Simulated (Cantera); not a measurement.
A Cantera script and what it prints.

```python
import numpy as np
import cantera as ct

gas_names = [...]  # 114 gases of nasa_gas.yaml made of C, Fe, H, O
cond_names = """
    C(gr) C6H6(L) C7H8(L) C8H18(L),n-octa Fe(a) Fe(c) Fe(d) Fe(L) FeC5O5(L) FeO(s) FeO(L) Fe(OH)2(s)
    Fe(OH)3(s) Fe2O3(s) Fe3O4(s) H2O(s) H2O(L)
""".split()


# ... load() reads the species with a 1 bar reference pressure and builds the phases ...
atoms = {
    'Fe3O4': {'Fe': 3, 'O': 4},
    'CH4': {'C': 1, 'H': 4},
    'H2': {'H': 2},
}
top_T = {'C(gr)': 4500, 'Fe2O3(s)': 1830, 'Fe3O4(s)': 1870}  # K; cautious upper limits of use, not melting points


# ... equilibrate(T, P, feed) seeds the gas with the atoms and calls Mixture.equilibrate('TP', solver="vcs", rtol=1e-11, max_steps=5000) ...
results = []
T = 975  # K
P = 29  # Pa
for m in [0.5, 1.1, 1.6, 2.2, 2.7, 3.3, 3.8, 4.4, 4.9, 5.5]:
    feed = {'Fe3O4': 1, 'CH4': m, 'H2': 0.25}  # mol
    mix = equilibrate(T, P, feed)
    results.append((T, P, feed, dict(zip(mix.species_names, mix.species_moles))))

top = {s: max(r[3][s] / sum(r[3][g] for g in gas_names) for r in results) for s in gas_names}
cols = sorted((s for s in top if top[s] > 1e-05), key=lambda s: -top[s])[:7]
seen = [c for c in cond_names if any(r[3].get(c, 0) > 1e-12 for r in results)]
print("log10 of partial pressures in bar; condensed amounts in mol")
print(f"{'n(CH4)':>10s}" + "".join(f"{s[:9]:>10s}" for s in cols + seen))
for T, P, feed, n in results:
    ng = sum(n[g] for g in gas_names)
    print(f"{feed['CH4']:10.4g}" + "".join(f"{np.log10(max(n[s] / ng * P / 1e5, 1e-99)):10.3f}" for s in cols)
          + "".join(f"{n.get(c, 0):10.4g}" for c in seen))
```

Output:

```
log10 of partial pressures in bar; condensed amounts in mol
    n(CH4)        H2        CO       H2O       CO2       CH4     C(gr)     Fe(a)    FeO(s)
       0.5    -3.813    -4.273    -4.273    -4.530   -12.561         0         0         3
       1.1    -3.766    -4.149    -4.542    -4.722   -12.027         0    0.6838     2.316
       1.6    -3.770    -4.140    -4.546    -4.712   -12.027         0     1.433     1.567
       2.2    -3.773    -4.134    -4.549    -4.706   -12.026         0     2.332    0.6682
       2.7    -3.770    -4.125    -4.578    -4.728   -11.979         0         3         0
       3.3    -3.735    -4.067    -4.941    -5.069   -11.452         0         3         0
       3.8    -3.715    -4.034    -5.550    -5.665   -10.752         0         3         0
       4.4    -3.697    -4.051    -7.969    -8.120    -8.294    0.4006         3         0
       4.9    -3.683    -4.083    -7.988    -8.184    -8.267    0.9006         3         0
       5.5    -3.670    -4.119    -8.010    -8.255    -8.240     1.501         3         0
```

Cantera equilibrium calculation (NASA polynomials, part measured and part estimated; ideal gas, pure solids and liquids). The tables' stoichiometric FeO is somewhat more stable than real wüstite, so its field is too wide. FeO: taken at fixed stoichiometry. Condensed phases not in the tables: cementite and carbon dissolved in iron.
